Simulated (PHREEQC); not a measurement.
Solution (20 °C): 0.0023 mol HF, 3.52e-05 mol NaF, 0.042 mol (NH4)2SiF6 and 0.049 mol HCl per kg of water. Closed to the air; pH follows from the charge balance.

Equilibrium calculation in PHREEQC: ion-association model, phreeqc.dat.

### Question
The ionic strength comes out as 0.173 mol/kgw. What activity coefficients do SiF6-2, NH4+, HF2-, H+, Cl- get?

### Answer
SiF6-2 0.32, NH4+ 0.70, HF2- 0.76, H+ 0.81, Cl- 0.73.

This is a speciation only: nothing precipitates in the calculation. Saturation is exceeded, for instance for Quartz (slow to form), Chalcedony (slow to form); the values hold only as long as no solid forms. Species that the database lacks are ignored. SiF6-2 is the database's only silicon fluoride.
